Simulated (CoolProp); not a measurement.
Vapour-liquid equilibrium of R152A (1) + n-butane (2) at 244.1 K; x and y are mole fractions of (1).

The numbers come from the multi-fluid Helmholtz-energy mixture model, Outcalt 1996 and Bücker 2006; pair parameters Bell 2016 in CoolProp.

| x | bubble pressure, mixture model (MPa) | bubble pressure, Raoult's law (MPa) | y, mixture model | y, Raoult's law |
|---|---|---|---|---|
| 0.05 | 0.04869 | 0.03212 | 0.414 | 0.126 |
| 0.2 | ? | 0.03978 | 0.657 | 0.406 |
| 0.35 | 0.08376 | 0.04745 | 0.705 | 0.595 |
| 0.5 | 0.08614 | 0.05512 | 0.724 | 0.732 |
| 0.65 | 0.08750 | 0.06279 | 0.743 | 0.835 |
| 0.8 | ? | 0.07045 | 0.788 | 0.916 |
| 0.95 | ? | 0.07812 | 0.913 | 0.981 |

**Question.** What belongs in the gaps?

**Answer.** 
- 0.2, bubble pressure, mixture model (MPa): 0.07597
- 0.8, bubble pressure, mixture model (MPa): 0.08814
- 0.95, bubble pressure, mixture model (MPa): 0.08451

The largest gap from Raoult's law is +91.0 % in bubble pressure, at x = 0.2. y crosses x between x = 0.65 and 0.8: the model has an azeotrope there.

The pair parameters rest on a limited set of measurements; away from them the model extrapolates. With so large a gap from Raoult's law the liquid may split in two, which this calculation doesn't test in full.
